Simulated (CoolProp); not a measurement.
Vapour-liquid equilibrium of R125 (1) + fluoroethane (R161) (2) at 0.0943 MPa; x and y are mole fractions of (1).

Model: multi-fluid Helmholtz-energy mixture model, Lemmon 2005 and Wu 2012; pair parameters Bell 2016, in CoolProp.

Task: Give the bubble temperature and the first vapour's composition at x = 0.05, 0.275, 0.8. Is there an azeotrope?

Result: x = 0.05: -39.6 °C, y = 0.072; x = 0.275: -42.5 °C, y = 0.395; x = 0.8: -48.4 °C, y = 0.862. No azeotrope shows between x = 0.05 and 0.95.

The pair parameters rest on a limited set of measurements; away from them the model extrapolates. The gap from Raoult's law changes sign with composition, which may be real or a fault of the pair parameters; it wasn't checked against measurements.
